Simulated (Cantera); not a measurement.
Input: 1 mol Si, 0.18 mol O2, 3.1 mol N2, 0.0068 mol H2O, at 5.20e-5 bar.

These are equilibrium values from Cantera (NASA tables, ideal gas, pure condensed phases), not measurements of a reactor. Candidate condensed phases: H2O, Si, SiO2, Si2N2O, Si3N4; 35 gas species. The tables' values for SiN are old estimates; treat these amounts as uncertain. Rates play no part.

### Question
At 1798 K, list the 5 most abundant gas species with their mole fractions, and the condensed phases.

### Answer
N2 0.838, SiO 0.0992, Si 0.0593, H 0.00158, H2 0.00104. Condensed: Si(l).
